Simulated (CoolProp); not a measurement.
The numbers come from the reference Helmholtz-energy equation of state, Pan 2012 in CoolProp.

Problem. Give the vapour pressure (MPa), liquid density (kg/m³), vapour density (kg/m³), enthalpy of vaporisation (kJ/kg) of saturated R236FA at 71.95, 78.95 °C.

Solution. 
| T (°C) | p (MPa) | liquid density (kg/m³) | vapour density (kg/m³) | enthalpy of vaporisation (kJ/kg) |
|---|---|---|---|---|
| 71.95 | 1.03 | 1180 | 71.5 | 113 |
| 78.95 | 1.22 | 1140 | 86.3 | 107 |
